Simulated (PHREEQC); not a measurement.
1 g of hydrous ferric oxide (600 m²/g; 0.2 weak and 0.005 strong sites per Fe, Dzombak-Morel constants, diffuse double layer) in 1 kg of water with 0.3 mol/kgw of an inert sodium salt and 0.0012 mol ZnCl2, at 25 °C; the pH is set by adding NaOH or the inert anion's acid. O2 is buffered at 0.21 atm. The system is closed to CO2. No solid was allowed to form.

Base run: PHREEQC, ion-association model, wateq4f.dat. Each further column changes one thing. The table gives surface potential ψ (mV).

```
pH  base  background salt from 0.3 to 0.03 mol/kgw  oxide from 1 to 5 g/kgw  0.00082 mol/kgw Na2SO4 added
--  ----  ----------------------------------------  -----------------------  ----------------------------
3    125                                       178                      125                            96
4    123                                       166                      122                            95
5    110                                       140                      110                            88
6     85                                       107                       84                            73
7     71                                        92                        …                            64
8     57                                        75                       14                            55
9     32                                         …                      -28                            32
10    -2                                        -4                      -67                            -2
11   -48                                       -57                        …                           -48
```

Question: Some entries are withheld; supply them.

Answer: 
- 7, oxide from 1 to 5 g/kgw: 52
- 9, background salt from 0.3 to 0.03 mol/kgw: 44
- 11, oxide from 1 to 5 g/kgw: -96

In at least one series the solution becomes supersaturated in solids that the run did not let form, among them Zincite(c), Zn5(OH)8Cl2. The oxide is taken as insoluble; below pH 4 it would dissolve.
